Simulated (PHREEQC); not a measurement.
Solution (64 °C): 0.0016 mol/kgw CaSO4, 0.0044 mol/kgw CO2 and 0.00023 mol/kgw KCl. Closed to the air; pH follows from the charge balance.

The numbers come from PHREEQC with the Pitzer model, pitzer.dat.

This is a speciation only: nothing precipitates in the calculation.

Problem. Estimate the pH, specific conductance.

Solution. pH 4.38; specific conductance 897 µS/cm.

Problem. In which forms is C present?

Solution. CO2 99 %, HCO3- 1.3 % of the C.

Constants without temperature data keep their 25 °C values here.
